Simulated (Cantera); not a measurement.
**Thermodynamics of tantalum, niobium, vanadium and zirconium in process gases, feed V + H2O + H2**

Input: 1 mol V, 2.2 mol H2O, 12 mol H2, at 620000 Pa.

Method: chemical equilibrium by Gibbs-energy minimisation in Cantera with the NASA 1993 tables (ideal gas, pure condensed phases). Candidate condensed phases: H2O, V, VO, V2O3, V2O4, V2O5; 12 gas species. Mutual solubility and eutectic melting of coexisting phases are not modelled. VO: taken at fixed stoichiometry. Condensed phases not in the tables: the oxides between V2O3 and V2O5 other than VO2. The numbers say what is thermodynamically allowed, not how fast it happens.

| T (K) | x H2 | x H2O | x H | x VO2 | x OH | x VO | x V | x O | n V2O3(s) | n VO(l) |
|---|---|---|---|---|---|---|---|---|---|---|
| 1925 | 0.950 | 0.0493 | 0.000374 | 9.60e-7 | 1.68e-6 | 6.22e-8 | 3.40e-10 | 4.93e-10 | 0.500 | 0 |
| 2000 | 0.950 | 0.0493 | 0.000637 | 2.83e-6 | 3.30e-6 | 2.35e-7 | 1.81e-9 | 1.61e-9 | 0.500 | 0 |
| 2075 | 0.950 | 0.0493 | 0.00104 | 7.66e-6 | 6.17e-6 | 8.03e-7 | 8.53e-9 | 4.86e-9 | 0.500 | 0 |
| 2150 | 0.943 | 0.0550 | 0.00165 | 2.04e-5 | 1.24e-5 | 2.36e-6 | 3.01e-8 | 1.52e-8 | 0.419 | 0.163 |
| 2225 | 0.918 | 0.0793 | 0.00249 | 5.83e-5 | 3.12e-5 | 5.56e-6 | 6.32e-8 | 5.87e-8 | 0.0716 | 0.856 |
| 2300 | 0.912 | 0.0842 | 0.00371 | 0.000115 | 5.52e-5 | 1.23e-5 | 1.70e-7 | 1.53e-7 | 0 | 0.998 |
| 2375 | 0.910 | 0.0840 | 0.00540 | 0.000203 | 8.87e-5 | 2.60e-5 | 4.59e-7 | 3.54e-7 | 0 | 0.997 |
| 2450 | 0.908 | 0.0837 | 0.00769 | 0.000345 | 0.000138 | 5.21e-5 | 1.16e-6 | 7.78e-7 | 0 | 0.994 |
| 2525 | 0.905 | 0.0832 | 0.0107 | 0.000566 | 0.000210 | 1.00e-4 | 2.78e-6 | 1.63e-6 | 0 | 0.990 |
| 2600 | 0.901 | 0.0826 | 0.0146 | 0.000900 | 0.000310 | 0.000184 | 6.31e-6 | 3.26e-6 | 0 | 0.984 |
| 2675 | 0.896 | 0.0817 | 0.0196 | 0.00139 | 0.000447 | 0.000328 | 1.37e-5 | 6.27e-6 | 0 | 0.975 |
x: gas mole fraction; n: condensed amount in mol.

From 1925 K to 2075 K the condensed part is V2O3(s). From 2150 K to 2225 K the condensed part is VO(l) + V2O3(s). From 2300 K to 2675 K the condensed part is VO(l). The main V-bearing gas is VO2 throughout.
